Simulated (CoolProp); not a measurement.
Vapour pressure (MPa) of hexamethyldisiloxane (MM): the reference equation beside estimates from Tc = 245.6 °C, pc = 1.931 MPa, ω = 0.418. Clausius-Clapeyron is anchored at 55.95 °C with a constant enthalpy of vaporisation of 34.86 kJ/mol.

Values from CoolProp's reference Helmholtz-energy equation of state, Thol 2016.

```tsv
T (°C)	reference	Lee-Kesler	Clausius-Clapeyron	van der Waals	Peng-Robinson
5.25	0.001873	0.001834	0.002196	0.08543	0.002015
17.85	0.003837	0.003758	0.004216	0.1126	0.004041
30.55	0.007341	0.007204	0.007701	0.1455	0.007604
43.25	0.01317	0.01297	0.01340	0.1844	0.01347
55.95	0.02235	0.02210	0.02235	0.2299	0.02266
68.55	0.03601	0.03576	0.03575	0.2819	0.03627
81.25	0.05583	0.05568	0.05550	0.3417	0.05601
93.95	0.08342	0.08352	0.08357	0.4093	0.08351
106.55	0.1203	0.1209	0.1221	0.4845	0.1204
119.25	0.1693	0.1704	0.1745	0.5687	0.1694
```

Absolute difference from the reference over all 10 rows, mean and median: Lee-Kesler 1.1 and 0.9 %, Clausius-Clapeyron 4.0 and 1.6 %, van der Waals 1353.1 and 805.7 %, Peng-Robinson 2.1 and 1.1 %.
